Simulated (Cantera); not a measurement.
A freely propagating, adiabatic, planar premixed flame of CO : H2 : O2 : N2 = 1 : 0.98 : 0.66 : 2.48 (molar parts), unburnt at 698 K and 1.00 atm; mixture-averaged transport, grid criteria slope 0.08 and curve 0.16, no radiation.

Cantera simulation using GRI-Mech 3.0 (53 species, 325 reactions); the numbers are that mechanism's predictions, not measurements. Burning velocities carry a grid error of a few per cent, more on coarse grids.

**Question.** What does this change do: H2 0.98 to 0.77 parts?

**Answer.** 
| quantity | before | after |
|---|---|---|
| laminar burning velocity | 746 cm/s | 651 cm/s |
| thermal thickness | 0.577 mm | 0.617 mm |
| peak x(HO2) | 0.000199 | 0.000202 |

**Question.** What does this change do: 0.35 parts H2O added?

**Answer.** 
| quantity | before | after |
|---|---|---|
| laminar burning velocity | 746 cm/s | 676 cm/s |
| thermal thickness | 0.577 mm | 0.539 mm |
| peak x(HO2) | 0.000199 | 0.000272 |

**Question.** What does this change do: inlet temperature 698 to 573 K?

**Answer.** 
| quantity | before | after |
|---|---|---|
| laminar burning velocity | 746 cm/s | 511 cm/s |
| thermal thickness | 0.577 mm | 0.521 mm |
| peak x(HO2) | 0.000199 | 0.000277 |
